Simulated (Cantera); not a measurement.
Cantera run, input and output.

```python
import numpy as np
import cantera as ct

gas = ct.Solution("gri30.yaml")


def delay(T, t_max=10):
    gas.TPX = T, 370000, {'CO': 1, 'H2': 0.38, 'O2': 1.13, 'N2': 4.25}
    reactor = ct.IdealGasConstPressureReactor(gas, clone=False)
    net = ct.ReactorNet([reactor])
    net.rtol, net.atol = 1e-8, 1e-16
    while net.time < t_max:
        t_old, T_old = net.time, reactor.T
        net.step()
        if reactor.T > T + 400:  # ignition: a rise of 400 K
            return t_old + (T + 400 - T_old) / (reactor.T - T_old) * (net.time - t_old)
    return np.nan


taus = []
for T in [998, 1048, 1098, 1148, 1198, 1248]:
    taus.append(delay(T))
    print(f"T0 = {T:6g} K   tau = {taus[-1]:.4e} s")
```

It prints:

```
T0 =    998 K   tau = 4.1182e-03 s
T0 =   1048 K   tau = 6.7960e-04 s
T0 =   1098 K   tau = 1.2396e-04 s
T0 =   1148 K   tau = 4.9610e-05 s
T0 =   1198 K   tau = 2.9808e-05 s
T0 =   1248 K   tau = 2.1222e-05 s
```

Cantera simulation using GRI-Mech 3.0 (53 species, 325 reactions); the numbers are that mechanism's predictions, not measurements. The hydrogen kinetics of GRI-Mech 3.0 are dated; newer H2 mechanisms differ, most at raised pressure.
